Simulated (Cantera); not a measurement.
A Cantera script and its output.

```python
import numpy as np
import cantera as ct

surf = ct.Interface("ptcombust.yaml", "Pt_surf")
gas = surf.adjacent["gas"]
gas.TPX = 1150, 101325, {'CH4': 0.003, 'O2': 0.017, 'N2': 0.79}
surf.TP = 1150, 101325
reactor = ct.FlowReactor(gas, clone=False)
reactor.area = 0.0001  # m2
reactor.surface_area_to_volume_ratio = 3200  # 1/m
reactor.mass_flow_rate = 0.39 * reactor.area * gas.density  # inlet velocity 0.39 m/s
reactor.energy_enabled = False
wall = ct.ReactorSurface(surf, reactor, clone=False)
net = ct.ReactorNet([reactor])
net.rtol, net.atol = 1e-8, 1e-16
show, cover = ['CH4', 'O2', 'H2O', 'CO2', 'CO'], ['PT(S)', 'H(S)', 'O(S)', 'OH(S)', 'CO(S)', 'C(S)']

rows = []
print(f"{'z/m':>9s}{'u/(m/s)':>9s}" + "".join(f"{s:>13s}" for s in show + cover))
for z in [4.5e-05, 8.7e-05, 0.00017, 0.00032, 0.00062, 0.0012, 0.0023, 0.0045]:
    net.advance(z)
    rows.append([reactor.speed, *gas[show].X, *surf[cover].coverages])
    print(f"{z:9.4g}{rows[-1][0]:9.3g}" + "".join(f"{x:13.4e}" for x in rows[-1][1:]))
```

Result:

```
      z/m  u/(m/s)          CH4           O2          H2O          CO2           CO        PT(S)         H(S)         O(S)        OH(S)        CO(S)         C(S)
  4.5e-05     0.39   3.0002e-03   1.9584e-02   1.4056e-03   6.9841e-04   4.2180e-06   4.8091e-01   9.7913e-07   5.1852e-01   5.5987e-04   7.6527e-06   9.2572e-08
  8.7e-05     0.39   2.4565e-03   1.8498e-02   2.4913e-03   1.2417e-03   3.4819e-06   4.8393e-01   1.2888e-06   5.1534e-01   7.2832e-04   6.3961e-06   7.7370e-08
  0.00017     0.39   1.6418e-03   1.6872e-02   4.1175e-03   2.0554e-03   2.3577e-06   4.8875e-01   1.6684e-06   5.1031e-01   9.2486e-04   4.4170e-06   5.3426e-08
  0.00032     0.39   7.7773e-04   1.5148e-02   5.8419e-03   2.9182e-03   1.1341e-06   4.9430e-01   2.0201e-06   5.0460e-01   1.0952e-03   2.1720e-06   2.6268e-08
  0.00062     0.39   1.6835e-04   1.3931e-02   7.0582e-03   3.5267e-03   2.4892e-07   4.9851e-01   2.2525e-06   5.0028e-01   1.2008e-03   4.8380e-07   5.8479e-09
   0.0012     0.39   8.4945e-06   1.3611e-02   7.3782e-03   3.6869e-03   1.3119e-08   4.9967e-01   2.3124e-06   4.9910e-01   1.2270e-03   2.4795e-08   2.9735e-10
   0.0023     0.39   4.9049e-08   1.3593e-02   7.3963e-03   3.6959e-03   4.4867e-10   4.9974e-01   2.3158e-06   4.9903e-01   1.2285e-03   2.8285e-10   1.7177e-12
   0.0045     0.39   3.0647e-09   1.3591e-02   7.3975e-03   3.6966e-03   2.6704e-10   4.9974e-01   2.3160e-06   4.9902e-01   1.2286e-03   1.0716e-10   1.0733e-13
```

Computed with Cantera and Deutschmann's 1995 Pt surface mechanism with GRI-Mech 3.0 gas chemistry. Catalytic surfaces can have several steady states; this one follows from the mechanism file's or the stated starting coverage. Mass transfer to the wall is taken as infinitely fast.
